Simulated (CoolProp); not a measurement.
Vapour-liquid equilibrium of isobutane (1) + isobutene (2) at 324.5 K; x and y are mole fractions of (1).

Model: multi-fluid Helmholtz-energy mixture model, Bücker 2006 and Lemmon 2005; pair parameters Bell 2016, in CoolProp.

```csv
x,"bubble pressure, mixture model (bar)","bubble pressure, Raoult's law (bar)","y, mixture model","y, Raoult's law"
0.05,6.373,6.355,0.057,0.056
0.125,6.453,6.412,0.140,0.138
0.2,6.528,6.469,0.220,0.219
0.275,6.598,6.526,0.298,0.298
0.35,6.664,6.583,0.374,0.376
0.425,6.726,6.641,(withheld),0.453
0.5,6.783,6.698,(withheld),0.528
0.575,6.838,6.755,0.596,0.603
0.65,6.888,6.812,(withheld),0.675
0.725,6.935,6.869,0.739,0.747
0.8,6.979,6.927,0.811,0.818
0.875,7.019,6.984,0.882,0.887
0.95,7.056,7.041,0.953,0.955
```

Q: What belongs in the gaps?

A: 
- 0.425, y, mixture model: 0.449
- 0.5, y, mixture model: 0.523
- 0.65, y, mixture model: 0.668

The largest gap from Raoult's law is +1.3 % in bubble pressure, at x = 0.425. No azeotrope shows between x = 0.05 and 0.95.

The pair parameters rest on a limited set of measurements; away from them the model extrapolates.
